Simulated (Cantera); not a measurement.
Feed: 1 mol Fe₂O₃, 5.1 mol HCl, 0.9 mol O₂, held at 575 °C.

Cantera equilibrium calculation (NASA polynomials, part measured and part estimated; ideal gas, pure solids and liquids). Candidate condensed phases: Fe, FeCl₂, FeCl₃, FeO, Fe(OH)₂, Fe(OH)₃, Fe₂O₃, Fe₃O₄, H₂O; 22 gas species. Condensed phases not in the tables: FeOCl. Rates play no part.

log p: log10 of the partial pressure in bar; n: condensed amount in mol.

```csv
P (Pa),log p HCl,log p H₂O,log p Cl₂,log p O₂,n Fe₂O₃(s)
1,-5.10,-6.52,-6.53,-5.86,1.000
5.20,-4.39,-5.64,-5.65,-5.17,1.000
27,…,…,…,…,1.000
140,…,…,…,…,1.000
720,-2.32,-3.07,-3.07,-3.14,1.000
3700,-1.65,-2.24,-2.24,-2.51,1.000
19000,-0.99,-1.42,-1.43,-1.90,1.000
100000,-0.33,-0.62,-0.62,-1.32,1.000
```

Q: Complete the blanks.

A: 
- 27, log p HCl: -3.69
- 27, log p H₂O: -4.77
- 27, log p Cl₂: -4.77
- 27, log p O₂: -4.48
- 140, log p HCl: -3.00
- 140, log p H₂O: -3.91
- 140, log p Cl₂: -3.91
- 140, log p O₂: -3.80
